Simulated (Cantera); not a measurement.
An isothermal, constant-pressure homogeneous reactor starts with CH4 : N2 = 9 : 47 (molar parts), at 1798 K and 143 Torr.

Model: GRI-Mech 3.0 (53 species, 325 reactions), integrated in Cantera. GRI-Mech 3.0 stops at C3 and has no aromatics, soot or wall deposition, so with more carbon than oxygen in the feed, carbon stays in small species such as C2H2 where larger ones or solid carbon would form.

x: mole fraction; the columns are a selection and need not sum to one.

```csv
t (s),x CH4,x C2H2,x H2,x C2H,x C2H4
2.00e-5,0.161,1.92e-11,3.02e-5,<1e-12,___
5.44e-5,0.161,1.51e-9,8.52e-5,<1e-12,___
0.000148,0.160,9.92e-8,0.000250,1.14e-12,___
0.000403,0.159,6.33e-6,0.00100,1.61e-10,___
0.00110,0.151,0.000409,0.00788,8.87e-9,___
0.00299,0.110,0.0124,0.0557,1.82e-7,___
0.00813,0.0602,0.0407,0.127,4.90e-7,___
0.0221,0.0262,0.0572,0.173,7.25e-7,___
0.0602,0.00906,0.0651,0.195,9.15e-7,___
0.164,0.00290,0.0679,0.204,1.02e-6,6.64e-5
0.446,0.000984,0.0687,0.206,1.06e-6,6.39e-5
1.21,0.000406,0.0690,0.207,1.07e-6,6.39e-5
3.31,0.000280,0.0690,0.207,1.07e-6,6.39e-5
9.00,0.000274,0.0690,0.207,1.07e-6,6.39e-5
```

Q: Complete the blanks.

A: 
- 2.00e-5, x C2H4: 1.61e-8
- 5.44e-5, x C2H4: 4.22e-7
- 0.000148, x C2H4: 9.24e-6
- 0.000403, x C2H4: 0.000178
- 0.00110, x C2H4: 0.00255
- 0.00299, x C2H4: 0.00837
- 0.00813, x C2H4: 0.00197
- 0.0221, x C2H4: 0.000370
- 0.0602, x C2H4: 9.86e-5
